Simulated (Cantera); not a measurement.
# Thermodynamics of halide evaporation, hydrolysis and transport, feed CsCl + H₂O + N₂ + H₂

Charge: 1 mol CsCl, 0.22 mol H₂O, 0.39 mol N₂, 0.71 mol H₂, at 0.100 bar.

Equilibrium computed with Cantera from the NASA thermochemical tables; the gas is ideal and each condensed phase is pure. Candidate condensed phases: Cs, CsCl, CsOH, H₂O, NH₄Cl; 37 gas species. The numbers say what is thermodynamically allowed, not how fast it happens.

| T (°C) | x H₂ | x CsCl | x N₂ | x H₂O | x Cs₂Cl₂ | x HCl | x CsOH | x Cs | n CsCl(l) |
|---|---|---|---|---|---|---|---|---|---|
| 825 | 0.505 | 0.0417 | 0.278 | 0.156 | 0.0190 | 7.32e-5 | 6.98e-5 | 3.35e-6 | 0.888 |
| 900 | 0.439 | 0.129 | 0.241 | 0.136 | 0.0540 | 0.000198 | 0.000181 | 1.70e-5 | 0.617 |
| 975 | 0.334 | 0.286 | 0.184 | 0.103 | 0.0919 | 0.000409 | 0.000345 | 6.33e-5 | 0 |
| 1050 | 0.322 | 0.348 | 0.177 | 0.0993 | 0.0528 | 0.000674 | 0.000519 | 0.000155 | 0 |
| 1125 | 0.314 | 0.386 | 0.173 | 0.0968 | 0.0281 | 0.00104 | 0.000715 | 0.000326 | 0 |
| 1200 | 0.310 | 0.406 | 0.171 | 0.0953 | 0.0147 | 0.00154 | 0.000922 | 0.000613 | 0 |
| 1275 | 0.308 | 0.416 | 0.169 | 0.0944 | 0.00784 | 0.00219 | 0.00114 | 0.00106 | 0 |
x: gas mole fraction; n: condensed amount in mol.

From 825 °C to 900 °C the condensed part is CsCl(l). From 975 °C to 1275 °C nothing is condensed. The main Cs-bearing gas is CsCl throughout.
